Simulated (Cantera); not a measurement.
A perfectly stirred reactor is fed with CH₄ : O₂ : N₂ = 1 : 2.78 : 11.4 (molar parts), equivalence ratio 0.72, at 750 Torr; it is adiabatic with a 523 K inlet, and is followed from long to short residence time, starting on the burning branch (τ in s: 0.13, 0.044, 0.015, 0.0052, 0.0018, 0.00061, 0.00021, 7.1e-05, 2.4e-05, 8.3e-06).

Detailed kinetics in Cantera: GRI-Mech 3.0 (53 species, 325 reactions).

Q: What does this change do: inlet temperature 523 to 400 K?

A: 
```csv
quantity,before,after
"blow-out, bracketed by the residence times tried","burning at 0.210 ms, out at 71.0 µs","burning at 0.210 ms, out at 71.0 µs"
x(CH₄) at τ = 0.130 s,5.22e-6,7.29e-6
x(O₂) at τ = 0.130 s,0.0512,0.0512
x(CH₂O) at τ = 0.130 s,6.67e-7,8.54e-7
x(CH₃) at τ = 0.130 s,1.62e-6,2.00e-6
x(C₂H₆) at τ = 0.130 s,1.97e-11,6.69e-11
x(CH₄) at τ = 0.610 ms,0.000221,0.000300
x(O₂) at τ = 0.610 ms,0.0561,0.0566
x(CH₂O) at τ = 0.610 ms,2.79e-5,3.43e-5
x(CH₃) at τ = 0.610 ms,4.18e-5,4.80e-5
x(C₂H₆) at τ = 0.610 ms,6.48e-9,1.57e-8
```
